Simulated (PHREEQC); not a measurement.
A made-up water analysis in mmol/kgw, 20 °C, pH 2.29, pe 10.3: Na 77.4; K 7.65; Ca 1.43; Mg 4.81; Cl 25.7; S(6) 39.4; Cu(2) 0.839; Ni 0.483; N(5) 0.136; B 0.295; Si 0.0475; Br 0.0145.

Valence states are taken as typed.

Equilibrium calculation in PHREEQC: ion-association model, wateq4f.dat.

Precipitation was switched off in this run.

Q: Order these Ni species by the share of Ni that they hold, largest first: Ni+2, NiCl+, NiSO4.

A: Ni+2 (61 %), NiSO4 (37 %), NiCl+ (1.4 %)

Q: Order these Cu species by the share of Cu that they hold, largest first: CuCl+, CuSO4, Cu+2.

A: Cu+2 (59 %), CuSO4 (40 %), CuCl+ (1.2 %)

The pH is 2.29 and the ionic strength 0.124 mol/kgw. Complexes and solids missing from the database can't appear.
